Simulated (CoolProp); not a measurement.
Vapour pressure (kPa) of CH3F (R41): the reference equation beside estimates from Tc = 317.3 K, pc = 5906 kPa, ω = 0.200. Clausius-Clapeyron is anchored at 248.5 K with a constant enthalpy of vaporisation of 13.46 kJ/mol.

Model: reference Helmholtz-energy equation of state, Lemmon 2006, in CoolProp. It is a short technical equation, of lower accuracy than the large ones.

| T (K) | reference | Lee-Kesler | Clausius-Clapeyron | van der Waals | Redlich-Kwong | Soave-Redlich-Kwong | Peng-Robinson |
|---|---|---|---|---|---|---|---|
| 204.1 | 164.9 | 160.9 | 237.6 | 758.3 | 242.4 | 161.2 | 162.5 |
| 215.2 | 277.3 | 275.2 | 357.7 | 1006 | 393.5 | 275.1 | 275.3 |
| 226.3 | 441.4 | 443.1 | 517.4 | 1302 | 603.8 | 443.0 | 440.8 |
| 237.4 | 670.8 | 678.4 | 723.0 | 1649 | 884.6 | 679.2 | 673.2 |
| 248.5 | 980.5 | 995.6 | 980.5 | 2051 | 1247 | 999.4 | 988.2 |
| 259.6 | [?] | 1410 | 1296 | 2510 | 1701 | 1420 | 1403 |
| 270.7 | 1908 | 1938 | 1673 | 3029 | 2257 | 1958 | 1934 |
| 281.8 | 2563 | 2599 | 2118 | 3611 | 2924 | [?] | 2602 |
| 292.9 | 3377 | 3414 | 2633 | 4256 | 3712 | [?] | 3428 |

**Question.** Some entries are withheld; supply them.

**Answer.** 
- 259.6, reference: 1387
- 281.8, Soave-Redlich-Kwong: 2631
- 292.9, Soave-Redlich-Kwong: 3458

Absolute difference from the reference over all 9 rows, mean and median: Lee-Kesler 1.3 and 1.4 %, Clausius-Clapeyron 17.4 and 17.2 %, van der Waals 142.1 and 109.2 %, Redlich-Kwong 27.7 and 27.2 %, Soave-Redlich-Kwong 1.8 and 2.2 %, Peng-Robinson 1.0 and 1.2 %.
